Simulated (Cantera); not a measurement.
Feed: 1 mol HMDSO, 0.79 mol NO, 110 mol N2, 0.06 mol O3, held at 100000 Pa.

Method: chemical equilibrium by Gibbs-energy minimisation in Cantera with the NASA 1993 tables (ideal gas, pure condensed phases). Candidate condensed phases: C, C6H6, C7H8, C8H18, H2O, Si, SiC, SiO2, Si2N2O, Si3N4; 151 gas species. The feed counts by its element totals alone. Mutual solubility and eutectic melting of coexisting phases are not modelled. The numbers say what is thermodynamically allowed, not how fast it happens.

log p: log10 of the partial pressure in bar; n: condensed amount in mol.

| T (°C) | log p N2 | log p H2 | log p CO | log p HCN | log p CH4 | n C(graphite) | n SiO2(β-quartz) | n Si2N2O(s) | n SiC(s) |
|---|---|---|---|---|---|---|---|---|---|
| 702 | -0.03 | -1.13 | -3.67 | -6.04 | -3.16 | 5.89 | 0.629 | 0.685 | 0 |
| 802 | -0.03 | -1.12 | -2.79 | -5.38 | -3.59 | 5.77 | 0.516 | 0.742 | 0 |
| 902 | -0.04 | -1.12 | -2.09 | -4.83 | -3.97 | 5.02 | 0 | 1.00 | 0 |
| 1002 | -0.04 | -1.12 | -2.09 | ? | ? | 5.02 | 0 | 1.00 | 0 |
| 1102 | -0.04 | -1.12 | -2.09 | -3.97 | -4.55 | 5.01 | 0 | 1.000 | 0 |
| 1202 | -0.04 | -1.12 | -2.09 | -3.63 | -4.78 | 5.00 | 0 | 1.000 | 0 |
| 1302 | -0.04 | -1.12 | -2.09 | -3.34 | -4.99 | 4.97 | 0 | 1.000 | 0 |
| 1402 | -0.04 | -1.13 | -2.09 | -3.08 | -5.17 | 4.93 | 0 | 0.999 | 0 |
| 1502 | -0.04 | -1.13 | -1.90 | -2.85 | -5.34 | 3.17 | 0 | 0.435 | 1.12 |
| 1602 | -0.04 | -1.14 | -1.79 | ? | ? | ? | 0 | 0 | 1.99 |
| 1702 | -0.04 | -1.14 | -1.79 | -2.47 | -5.63 | 1.62 | 0 | 0 | 1.98 |

**Question.** What belongs in the gaps?

**Answer.** 
- 1602, log p HCN: -2.65
- 1602, log p CH4: -5.49
- 1602, n C(graphite): 1.77
- 1002, log p HCN: -4.37
- 1002, log p CH4: -4.28
